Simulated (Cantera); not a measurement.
An adiabatic, constant-pressure homogeneous reactor starts with CH4 : O2 : N2 = 1 : 4.35 : 16.3 (molar parts), at 1700 K and 9.87 atm. Integrator tolerance rtol = 1e-08.

Detailed kinetics in Cantera: GRI-Mech 3.0 (53 species, 325 reactions).

Q: What does this change do: CH4 1 to 2.6 parts?

A: 
```json
[
 {"quantity": "time of steepest temperature rise", "before": "29.1 µs", "after": "35.7 µs"},
 {"quantity": "temperature at 0.200 s", "before": "2552 K", "after": "3008 K"},
 {"quantity": "equilibrium temperature", "before": "2552 K", "after": "3008 K"},
 {"quantity": "x(CH4) at 0.200 s", "before": "<1e-12 (gas-phase equilibrium <1e-12)", "after": "<1e-12 (gas-phase equilibrium <1e-12)"},
 {"quantity": "x(O2) at 0.200 s", "before": "0.0983 (gas-phase equilibrium 0.0983)", "after": "0.00577 (gas-phase equilibrium 0.00577)"},
 {"quantity": "x(C2H2) at 0.200 s", "before": "<1e-12 (gas-phase equilibrium <1e-12)", "after": "<1e-12 (gas-phase equilibrium <1e-12)"},
 {"quantity": "x(CO2) at 0.200 s", "before": "0.0438 (gas-phase equilibrium 0.0438)", "after": "0.0433 (gas-phase equilibrium 0.0433)"},
 {"quantity": "x(HO2) at 0.200 s", "before": "1.54e-5 (gas-phase equilibrium 1.54e-5)", "after": "6.63e-6 (gas-phase equilibrium 6.63e-6)"},
 {"quantity": "x(CH2O) at 0.200 s", "before": "5.83e-12 (gas-phase equilibrium 5.83e-12)", "after": "8.01e-9 (gas-phase equilibrium 8.01e-9)"},
 {"quantity": "x(NO) at 0.200 s", "before": "0.0168 (gas-phase equilibrium 0.0168)", "after": "0.00731 (gas-phase equilibrium 0.00731)"}
]
```
Above 3000 K some thermodynamic fits are extrapolated.

Q: What does this change do: initial temperature 1700 to 1800 K?

A: 
```csv
quantity,before,after
time of steepest temperature rise,29.1 µs,15.0 µs
temperature at 0.200 s,2552 K,2624 K
equilibrium temperature,2552 K,2624 K
x(CH4) at 0.200 s,<1e-12 (gas-phase equilibrium <1e-12),<1e-12 (gas-phase equilibrium <1e-12)
x(O2) at 0.200 s,0.0983 (gas-phase equilibrium 0.0983),0.0970 (gas-phase equilibrium 0.0970)
x(C2H2) at 0.200 s,<1e-12 (gas-phase equilibrium <1e-12),<1e-12 (gas-phase equilibrium <1e-12)
x(CO2) at 0.200 s,0.0438 (gas-phase equilibrium 0.0438),0.0429 (gas-phase equilibrium 0.0429)
x(HO2) at 0.200 s,1.54e-5 (gas-phase equilibrium 1.54e-5),1.80e-5 (gas-phase equilibrium 1.80e-5)
x(CH2O) at 0.200 s,5.83e-12 (gas-phase equilibrium 5.83e-12),1.13e-11 (gas-phase equilibrium 1.13e-11)
x(NO) at 0.200 s,0.0168 (gas-phase equilibrium 0.0168),0.0187 (gas-phase equilibrium 0.0187)
```
